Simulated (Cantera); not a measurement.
**Counterflow diffusion flame**

A counterflow diffusion flame at 0.570 bar, nozzles 20 mm apart: fuel side 71.4 % C3H8, 28.6 % N2 at 475 K, oxidiser side 20.0 % O2, 80.0 % N2 at 800 K, fuel mass flux 1.8 times the oxidiser's; mixture-averaged transport, no radiation.

Cantera simulation using GRI-Mech 3.0 (53 species, 325 reactions); the numbers are that mechanism's predictions, not measurements. GRI-Mech 3.0 was tuned for natural gas; its chemistry of propane as a main component is partial and can be far from experiment. GRI-Mech 3.0 has no aromatics or soot, which form on the fuel side of real flames. The maximum strain rate includes the flame's own expansion and is several times the mean.

```csv
oxidiser flux (kg/m²/s),max strain (1/s),mean strain (1/s),T max (K),peak x OH,peak x H,peak x NO,peak x CO,peak x C2H2
0.14,266,50.5,2089,0.00887,0.00665,0.000304,0.0738,0.0405
0.19,353,68.5,2069,0.00872,0.00694,0.000279,0.0731,0.0389
0.25,455,90.1,2053,0.00858,0.00720,0.000256,0.0726,0.0374
0.34,606,123,2036,0.00843,0.00748,0.000229,0.0723,0.0357
0.45,785,162,2017,0.00821,0.00767,0.000202,0.0722,0.0339
0.6,1020,216,1997,0.00795,0.00782,0.000173,0.0724,0.0318
0.81,1350,292,1974,0.00761,0.00789,0.000141,0.0731,0.0294
1.1,1790,396,1943,0.00711,0.00779,0.000108,0.0743,0.0263
1.4,2230,505,1914,0.00662,0.00755,8.10e-5,0.0755,0.0233
1.9,2960,685,1865,0.00580,0.00693,4.87e-5,0.0772,0.0185
```
x: mole fraction; the columns are a selection and need not sum to one.
